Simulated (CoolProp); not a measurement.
Vapour-liquid equilibrium of toluene (1) + n-nonane (2) at 424.9 K; x and y are mole fractions of (1).

Computed with CoolProp (multi-fluid Helmholtz-energy mixture model, Lemmon 2006 and Lemmon 2006; pair parameters Bell 2016).

Q: Give the bubble pressure and the first vapour's composition at x = 0.35, 0.5, 0.875. Is there an azeotrope?

A: x = 0.35: 1.805 bar, y = 0.601; x = 0.5: 2.082 bar, y = 0.722; x = 0.875: 2.679 bar, y = 0.935. No azeotrope shows between x = 0.05 and 0.95.

Pair parameters are fitted to limited data, so mixtures are less certain than the pure fluids.
